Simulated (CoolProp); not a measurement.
Properties of fluorine along the isotherm -3.75 °C (Tc = -128.7 °C, pc = 5240 kPa, ω = 0.045).

The numbers come from the reference Helmholtz-energy equation of state, de Reuck 1990 in CoolProp.

```csv
p (kPa),phase,cp (kJ/(kg K)),Joule-Thomson coefficient (K/MPa)
175,gas,0.8124,2.305
349,gas,0.8145,2.305
524,gas,0.8167,2.304
699,gas,0.8189,2.303
873,gas,0.8211,2.300
1050,gas,0.8234,2.297
1220,gas,0.8256,2.294
1400,gas,0.8279,2.289
1570,gas,0.8301,2.285
1750,gas,0.8325,2.279
1920,gas,0.8348,2.273
2100,gas,0.8372,2.266
2270,gas,0.8395,2.260
2450,gas,0.8420,2.252
2620,gas,0.8443,2.244
```
